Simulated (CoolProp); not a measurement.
Methanol along the isobar 789 kPa: Z from the reference equation and from simpler models built on Tc = 240.2 °C, pc = 8216 kPa, ω = 0.565; each cubic takes its own stable root.

The numbers come from the reference Helmholtz-energy equation of state, de Reuck 1993 in CoolProp.

| T (°C) | phase | reference | van der Waals | Redlich-Kwong | Soave-Redlich-Kwong |
|---|---|---|---|---|---|
| -70.45 | liquid | 0.01708 | 0.03513 | 0.02358 | 0.02278 |
| -54.45 | liquid | 0.01612 | 0.03305 | 0.02220 | 0.02135 |
| -38.45 | liquid | 0.01530 | 0.03128 | 0.02103 | ___ |
| -22.55 | liquid | 0.01459 | 0.02978 | 0.02005 | ___ |
| -6.55 | liquid | 0.01397 | 0.02849 | ___ | 0.01821 |
| 9.45 | liquid | 0.01342 | 0.02738 | 0.01851 | 0.01745 |
| 25.35 | liquid | 0.01295 | 0.02645 | 0.01793 | 0.01681 |
| 41.35 | liquid | 0.01253 | 0.9026 | ___ | 0.01626 |
| 57.35 | liquid | 0.01217 | 0.9139 | 0.01705 | 0.01581 |
| 73.35 | liquid | 0.01185 | 0.9233 | 0.01675 | 0.01544 |
| 89.25 | liquid | 0.01160 | 0.9313 | 0.01654 | 0.01516 |
| 105.25 | liquid | 0.01139 | 0.9382 | 0.9177 | 0.01498 |
| 121.25 | liquid | ___ | 0.9441 | ___ | 0.01489 |
| 137.15 | gas | 0.8867 | ___ | 0.9352 | 0.9220 |
| 153.15 | gas | 0.9162 | 0.9538 | 0.9421 | 0.9321 |
| 169.15 | gas | 0.9334 | 0.9578 | 0.9481 | 0.9407 |

Some entries are withheld; supply them.


- -38.45, Soave-Redlich-Kwong: 0.02013
- -22.55, Soave-Redlich-Kwong: 0.01910
- -6.55, Redlich-Kwong: 0.01922
- 41.35, Redlich-Kwong: 0.01744
- 121.25, reference: 0.01124
- 121.25, Redlich-Kwong: 0.9272
- 137.15, van der Waals: 0.9493

At some of these states van der Waals, Redlich-Kwong gives the other phase, because its saturation line lies elsewhere.
